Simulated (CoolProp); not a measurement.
Properties of R21 along the isobar 0.101 MPa (Tc = 452.7 K, pc = 5.289 MPa, ω = 0.206).

Model: reference Helmholtz-energy equation of state, Platzer 1990, in CoolProp. This equation is an older, rougher fit.

```json
[
 {"T (K)": "360.6", "phase": "gas", "density (kg/m³)": "3.518", "speed of sound (m/s)": "180.5"},
 {"T (K)": "365.4", "phase": "gas", "density (kg/m³)": "3.470", "speed of sound (m/s)": "181.7"},
 {"T (K)": "370.3", "phase": "gas", "density (kg/m³)": "3.421", "speed of sound (m/s)": "182.9"},
 {"T (K)": "375.1", "phase": "gas", "density (kg/m³)": "3.376", "speed of sound (m/s)": "184.1"},
 {"T (K)": "379.9", "phase": "gas", "density (kg/m³)": "3.331", "speed of sound (m/s)": "185.2"},
 {"T (K)": "384.8", "phase": "gas", "density (kg/m³)": "3.287", "speed of sound (m/s)": "186.4"},
 {"T (K)": "389.6", "phase": "gas", "density (kg/m³)": "3.245", "speed of sound (m/s)": "187.6"},
 {"T (K)": "394.4", "phase": "gas", "density (kg/m³)": "3.204", "speed of sound (m/s)": "188.7"},
 {"T (K)": "399.2", "phase": "gas", "density (kg/m³)": "3.164", "speed of sound (m/s)": "189.9"},
 {"T (K)": "404.1", "phase": "gas", "density (kg/m³)": "3.124", "speed of sound (m/s)": "191.0"},
 {"T (K)": "408.9", "phase": "gas", "density (kg/m³)": "3.086", "speed of sound (m/s)": "192.1"},
 {"T (K)": "413.7", "phase": "gas", "density (kg/m³)": "3.049", "speed of sound (m/s)": "193.2"},
 {"T (K)": "418.6", "phase": "gas", "density (kg/m³)": "3.012", "speed of sound (m/s)": "194.4"},
 {"T (K)": "423.4", "phase": "gas", "density (kg/m³)": "2.977", "speed of sound (m/s)": "195.5"},
 {"T (K)": "428.2", "phase": "gas", "density (kg/m³)": "2.943", "speed of sound (m/s)": "196.5"},
 {"T (K)": "433", "phase": "gas", "density (kg/m³)": "2.909", "speed of sound (m/s)": "197.6"}
]
```
